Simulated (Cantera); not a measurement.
**Gas-phase reforming**

An isothermal, constant-pressure homogeneous reactor starts with CH4 : CO2 : H2O = 1 : 3.8 : 0.2 (molar parts), at 1475 K and 1.01 bar.

Detailed kinetics in Cantera: GRI-Mech 3.0 (53 species, 325 reactions).

```tsv
t (s)	x CH4	x CO2	x C2H4	x HO2	x CH2O	x O	x C2H2
0.000900	0.200	0.760	4.74e-6	<1e-12	2.24e-7	<1e-12	2.34e-8
0.00196	0.200	0.760	1.90e-5	<1e-12	7.55e-7	<1e-12	2.51e-7
0.00429	0.199	0.760	7.47e-5	<1e-12	2.13e-6	<1e-12	2.46e-6
0.00935	0.198	0.760	0.000302	<1e-12	4.63e-6	<1e-12	2.55e-5
0.0204	0.196	0.758	0.00106	<1e-12	6.60e-6	1.08e-12	0.000247
0.0445	0.189	0.754	0.00235	<1e-12	6.64e-6	1.16e-12	0.00167
0.0972	0.177	0.742	0.00275	<1e-12	5.74e-6	1.06e-12	0.00647
0.212	0.156	0.714	0.00216	<1e-12	5.11e-6	1.01e-12	0.0157
0.463	0.122	0.655	0.00174	<1e-12	5.36e-6	1.09e-12	0.0296
1.01	0.0760	0.558	0.00139	<1e-12	6.96e-6	1.28e-12	0.0472
2.20	0.0341	0.458	0.00116	<1e-12	6.53e-6	1.50e-12	0.0566
4.81	0.0181	0.385	0.00111	<1e-12	3.03e-6	1.85e-12	0.0444
10.5	0.0140	0.328	0.000800	<1e-12	1.14e-6	2.30e-12	0.0243
22.9	0.00948	0.284	0.000369	<1e-12	3.93e-7	3.32e-12	0.00903
50.0	0.00455	0.258	7.97e-5	<1e-12	1.30e-7	4.69e-12	0.00172
```
x: mole fraction; the columns are a selection and need not sum to one.

Equilibrium at this temperature and pressure: CH4 3.30e-8, CO2 0.246, C2H4 <1e-12, HO2 <1e-12, CH2O 2.60e-8, O 5.36e-12, C2H2 <1e-12 (gas phase only).
